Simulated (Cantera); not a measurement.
**Equilibrium for calcination and drying: MgCO₃ + C + O₂**

A closed system holds: 1 mol MgCO₃, 0.14 mol C, 0.4 mol O₂, equilibrated at 79.0 mbar.

Method: chemical equilibrium by Gibbs-energy minimisation in Cantera with the NASA 1993 tables (ideal gas, pure condensed phases). Candidate condensed phases: C, Mg, MgCO₃, MgO; 15 gas species. Equilibrium is a limit: real reactors are often held back by kinetics, nucleation or transport.

```tsv
T (°C)	x CO₂	x O₂	x CO	x O	x Mg	x MgO	x O₃	n MgO(s)
977	0.814	0.186	3.63e-7	1.06e-7	<1e-12	<1e-12	6.99e-12	1.00
1052	0.814	0.186	1.68e-6	4.22e-7	<1e-12	<1e-12	1.53e-11	1.00
1127	0.814	0.186	6.59e-6	1.45e-6	<1e-12	<1e-12	3.08e-11	1.00
1202	0.814	0.186	2.25e-5	4.40e-6	<1e-12	<1e-12	5.78e-11	1.00
1277	0.814	0.186	6.79e-5	1.20e-5	1.32e-12	2.77e-12	1.02e-10	1.00
1352	0.814	0.186	0.000185	2.99e-5	1.83e-11	2.92e-11	1.72e-10	1.00
1427	0.814	0.186	0.000461	6.86e-5	2.00e-10	2.49e-10	2.76e-10	1.00
1502	0.813	0.186	0.00106	0.000147	1.77e-9	1.77e-9	4.27e-10	1.00
1577	0.811	0.186	0.00227	0.000296	1.31e-8	1.07e-8	6.40e-10	1.00
1652	0.808	0.187	0.00458	0.000566	8.31e-8	5.64e-8	9.34e-10	1.00
1727	0.802	0.189	0.00868	0.00103	4.55e-7	2.61e-7	1.34e-9	1.000
1802	0.792	0.191	0.0156	0.00181	2.19e-6	1.08e-6	1.88e-9	1.000
```
x: gas mole fraction; n: condensed amount in mol.

From 977 °C to 1802 °C the condensed part is MgO(s).
